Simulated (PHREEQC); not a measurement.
# Acid rinse or clean: an equilibrium model

Dissolve 0.0041 mol H2SO4, 0.0085 mol FeCl3 and 0.016 mol CuCl2 per kg of water at 20 °C. Closed to the air; pH follows from the charge balance.

Equilibrium calculation in PHREEQC: ion-association model, wateq4f.dat.

Precipitation was switched off in this run.

**Question.** Estimate the pH, ionic strength.

**Answer.** pH 2.12; ionic strength 0.0851 mol/kgw.

**Question.** In which forms is Fe present?

**Answer.** Fe+3 35 %, FeSO4+ 28 %, FeCl+2 18 %, FeOH+2 11 %, Fe2(OH)2+4 4.2 %, FeCl2+ 2.1 % of the Fe.

Examples of supersaturated solids here: Hematite (slow to form), Goethite (slow to form). Others may be too. Complexes and solids missing from the database can't appear.
